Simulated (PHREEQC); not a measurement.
A solution holds 0.055 mol CuSO4, 5.5e-05 mol NaF, 0.0017 mol NaCl and 0.0058 mol HBF4 per kg of water, at 25 °C. Closed to the air; pH follows from the charge balance.

Equilibrium calculation in PHREEQC: ion-association model, phreeqc.dat.

**Question.** The ionic strength comes out as 0.129 mol/kgw. What activity coefficients do BF4-, Cl-, BF3OH-, SO4-2, HSO4- get?

**Answer.** BF4- 0.77, Cl- 0.75, BF3OH- 0.77, SO4-2 0.34, HSO4- 0.77.

No solid was allowed to form. Real BF4- forms and hydrolyses slowly; the run takes it at equilibrium.
